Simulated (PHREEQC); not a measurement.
A PHREEQC input (ion-association model, wateq4f.dat):

```
SOLUTION 1
  temp 293.15
  units mg/L
  pH 6.26
  pe -1
  Na 0.0209
  K 0.0119
  Ca 0.0374
  Mg 0.000213
  Cl 0.0271
  S(6) 0.044 as SO4
  Alkalinity 0.0864 as HCO3
  Ba 0.00019
END
USE solution 1
EQUILIBRIUM_PHASES 1
  CO2(g) -3.4 10
END
```

It stops with these messages:

```
WARNING: Maximum iterations exceeded, 100
WARNING: Maximum iterations exceeded, 100
WARNING: The program has failed to converge to a numerical solution.
ERROR:           Alkalinity has not converged. Total: 1.415950e-06	Calculated: 1.247633e-05	Residual: -1.106038e-05
ERROR: Is non-carbonate alkalinity greater than total alkalinity?
ERROR:                   Ba has not converged. Total: 1.383428e-09	Calculated: 1.097991e-10	Residual: 1.273629e-09
ERROR:                   Ca has not converged. Total: 9.331339e-07	Calculated: 1.217067e-08	Residual: 9.209633e-07
ERROR:                   Cl has not converged. Total: 7.643925e-07	Calculated: 7.706607e-07	Residual: -6.268219e-09
ERROR:                    K has not converged. Total: 3.043323e-07	Calculated: 3.068395e-07	Residual: -2.507149e-09
ERROR:                   Mg has not converged. Total: 8.761108e-09	Calculated: 1.270494e-10	Residual: 8.634058e-09
ERROR:                   Na has not converged. Total: 9.090990e-07	Calculated: 9.165536e-07	Residual: -7.454531e-09
ERROR:                 S(6) has not converged. Total: 4.580281e-07	Calculated: 5.734773e-07	Residual: -1.154492e-07
ERROR:                   Mu Ionic strength has not converged. 	Residual: -3.989007e-08
ERROR:               A(H2O) Activity of water has not converged. 	Residual: 3.563180e-07
ERROR: Model failed to converge for initial solution  1.
```

**Question.** Find the cause and the fix.

**Answer.** The fault: the temperature typed in kelvin. The line should read `temp 20` where the input has `temp 293.15`. With the mend the run ends at pH 5.71 and ionic strength 6.44e-6 mol/kgw.
